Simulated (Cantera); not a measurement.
Input (Python, Cantera) and output of one run.

```python
import numpy as np
import cantera as ct

gas_names = """
    C CN CO CO2 C2 CCN CNC C2N2 C2O C3 C3O2 C4 C4N2 C5 N NCO NO NO2 NO3 N2 N2O O O2 O3 Si SiC SiC2 SiN
    SiO SiO2 Si2 Si2C Si2N Si3
""".split()
cond_names = """
    C(gr) Si(cr) Si(L) SiC(b) SiO2(Lqz) SiO2(hqz) SiO2(L) Si2N2O(s) Si3N4(a)
""".split()


# ... load() reads the species with a 1 bar reference pressure and builds the phases ...
atoms = {
    'SiC': {'Si': 1, 'C': 1},
    'CO2': {'C': 1, 'O': 2},
    'N2': {'N': 2},
    'O2': {'O': 2},
}
top_T = {'C(gr)': 4500, 'SiC(b)': 3050, 'Si2N2O(s)': 2100, 'Si3N4(a)': 2400}  # K; cautious upper limits of use, not melting points


# ... equilibrate(T, P, feed) seeds the gas with the atoms and calls Mixture.equilibrate('TP', solver="vcs", rtol=1e-11, max_steps=5000) ...
results = []
T = 2223  # K
P = 0.35  # Pa
for m in [0.029, 0.048, 0.082, 0.14, 0.23, 0.4, 0.67, 1.1, 1.9]:
    feed = {'SiC': 1, 'CO2': m, 'N2': 13, 'O2': 0.69}  # mol
    mix = equilibrate(T, P, feed)
    results.append((T, P, feed, dict(zip(mix.species_names, mix.species_moles))))

top = {s: max(r[3][s] / sum(r[3][g] for g in gas_names) for r in results) for s in gas_names}
cols = sorted((s for s in top if top[s] > 0.0001), key=lambda s: -top[s])[:7]
seen = [c for c in cond_names if any(r[3].get(c, 0) > 1e-12 for r in results)]
print("log10 of partial pressures in bar; condensed amounts in mol")
print(f"{'n(CO2)':>10s}" + "".join(f"{s[:9]:>10s}" for s in cols + seen))
for T, P, feed, n in results:
    ng = sum(n[g] for g in gas_names)
    print(f"{feed['CO2']:10.4g}" + "".join(f"{np.log10(max(n[s] / ng * P / 1e5, 1e-99)):10.3f}" for s in cols)
          + "".join(f"{n.get(c, 0):10.4g}" for c in seen))
```

Result:

```
log10 of partial pressures in bar; condensed amounts in mol
    n(CO2)        N2        CO         O       SiO        Si       CO2        O2
     0.029    -5.519    -6.620   -12.269    -7.021    -6.861   -14.232   -19.528
     0.048    -5.519    -6.613   -12.235    -7.002    -6.876   -14.191   -19.460
     0.082    -5.520    -6.600   -12.175    -6.970    -6.904   -14.118   -19.340
      0.14    -5.522    -6.579   -12.074    -6.920    -6.955   -13.996   -19.138
      0.23    -5.525    -6.549   -11.915    -6.853    -7.048   -13.806   -18.819
       0.4    -5.530    -6.497   -11.559    -6.751    -7.301   -13.400   -18.109
      0.67    -5.538    -6.430    -7.969    -6.652   -10.793    -9.741   -10.927
       1.1    -5.561    -6.355    -7.018    -6.675   -11.766    -8.716    -9.026
       1.9    -5.600    -6.256    -6.644    -6.714   -12.180    -8.242    -8.277
```

Cantera equilibrium calculation (NASA polynomials, part measured and part estimated; ideal gas, pure solids and liquids). The tables' values for SiO2, SiN are old estimates; treat these amounts as uncertain.
